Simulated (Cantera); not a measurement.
A diamond (100) surface in a fixed gas of H2 with x(CH4) = 0.0029, x(CH3) = 0.00091, at 1025 K, 36.8 Torr; coverages are run to steady state.

Cantera simulation using the Harris–Goodwin 1993 mechanism for the reconstructed diamond (100) surface; the numbers are that mechanism's predictions, not measurements.

θ: site fractions in the mechanism's names (c6HH fully hydrogenated, c6H* and c6*H radical sites, c6** diradical, c6HM methylated).

```json
[
 {"x(H)": "0.0001", "growth (µm/h)": "2.01", "θ c6HH": "0.331", "θ c6H*": "0.00952", "θ c6*H": "0.182", "θ c6**": "0.00128", "θ c6HM": "0.337"},
 {"x(H)": "0.00023", "growth (µm/h)": "___", "θ c6HH": "0.335", "θ c6H*": "___", "θ c6*H": "___", "θ c6**": "___", "θ c6HM": "0.318"},
 {"x(H)": "0.00054", "growth (µm/h)": "8.49", "θ c6HH": "0.371", "θ c6H*": "0.0125", "θ c6*H": "0.238", "θ c6**": "0.00443", "θ c6HM": "0.266"},
 {"x(H)": "0.0013", "growth (µm/h)": "14.2", "θ c6HH": "0.431", "θ c6H*": "0.0150", "θ c6*H": "0.287", "θ c6**": "0.00683", "θ c6HM": "0.185"},
 {"x(H)": "0.0029", "growth (µm/h)": "___", "θ c6HH": "___", "θ c6H*": "___", "θ c6*H": "___", "θ c6**": "___", "θ c6HM": "___"},
 {"x(H)": "0.0068", "growth (µm/h)": "22.8", "θ c6HH": "0.530", "θ c6H*": "0.0189", "θ c6*H": "0.361", "θ c6**": "0.0103", "θ c6HM": "0.0569"},
 {"x(H)": "0.016", "growth (µm/h)": "24.8", "θ c6HH": "0.554", "θ c6H*": "0.0200", "θ c6*H": "0.378", "θ c6**": "0.0111", "θ c6HM": "0.0263"},
 {"x(H)": "0.037", "growth (µm/h)": "25.8", "θ c6HH": "0.565", "θ c6H*": "0.0206", "θ c6*H": "0.387", "θ c6**": "0.0115", "θ c6HM": "0.0118"},
 {"x(H)": "0.086", "growth (µm/h)": "26.4", "θ c6HH": "0.570", "θ c6H*": "0.0213", "θ c6*H": "0.390", "θ c6**": "0.0117", "θ c6HM": "0.00520"}
]
```

Problem. What belongs in the gaps?

Solution. 
- 0.00023, growth (µm/h): 4.34
- 0.00023, θ c6H*: 0.0106
- 0.00023, θ c6*H: 0.204
- 0.00023, θ c6**: 0.00252
- 0.0029, growth (µm/h): 19.1
- 0.0029, θ c6HH: 0.487
- 0.0029, θ c6H*: 0.0172
- 0.0029, θ c6*H: 0.329
- 0.0029, θ c6**: 0.00881
- 0.0029, θ c6HM: 0.112
